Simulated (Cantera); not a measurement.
# Fluorocarbon and chlorocarbon gases: c-C₄F₈ + Si

A closed system holds: 1 mol c-C₄F₈, 0.13 mol Si.

These are equilibrium values from Cantera (NASA tables, ideal gas, pure condensed phases), not measurements of a reactor. Candidate condensed phases: C, Si, SiC; 23 gas species. The feed counts by its element totals alone. The tables' values for SiF₂, SiF₃ are old estimates. Kinetics and transport are ignored.

Stable condensed phases:

```
T in K \ P in Pa
              1    6.8     46    320   2200  15000 100000
   3098       A      A      A      A      B      B      B
   2998       A      A      A      B      B      B      B
   2898       A      A      A      B      B      B      B
   2798       A      A      B      B      B      B      B
   2698       A      A      B      B      B      B      B
   2598       A      B      B      B      B      B      B
   2498       B      B      B      B      B      B      B
   2398       B      B      B      B      B      B      B
   2298       B      B      B      B      B      B      B
   2198       B      B      B      B      B      B      B
   2098       B      B      B      B      B      B      B
```

A: gas only; B: C.
